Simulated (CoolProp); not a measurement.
Computed with CoolProp (reference Helmholtz-energy equation of state, Thol 2014).

Q: Give the vapour pressure (kPa), liquid density (kg/m³), enthalpy of vaporisation (kJ/kg), liquid cp (kJ/(kg K)) of saturated diethyl ether at 31.75 °C.

A: 
| T (°C) | p (kPa) | liquid density (kg/m³) | enthalpy of vaporisation (kJ/kg) | liquid cp (kJ/(kg K)) |
|---|---|---|---|---|
| 31.75 | 91.9 | 700 | 361 | 2.36 |
